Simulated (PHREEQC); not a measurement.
Dissolve 0.0038 mol MgCl2, 5.9e-05 mol Na2SO4 and 1e-06 mol H4SiO4 per kg of water at 25 °C. Closed to the air; pH follows from the charge balance.

Model: ion-association model, phreeqc.dat, run in PHREEQC.

```
quantity           before     after
---------------  --------  --------
pH                   6.86      6.95
SO4-2 (mol/kgw)   4.28e-5   5.29e-5
MgSO4 (mol/kgw)   1.62e-5   6.10e-6
MgOH+ (mol/kgw)   7.18e-8   2.09e-8
HSO4- (mol/kgw)  4.22e-10  4.89e-10
```

Task: Which change was made?
(A) H4SiO4 from 1e-06 to 9e-07 mol/kgw
(B) MgCl2 from 0.0038 to 0.019 mol/kgw
(C) MgCl2 from 0.0038 to 0.00076 mol/kgw
(D) H4SiO4 left out
(E) Na2SO4 replaced by H2SO4 at the same molality

Result: C, MgCl2 from 0.0038 to 0.00076 mol/kgw

No solid was allowed to form.
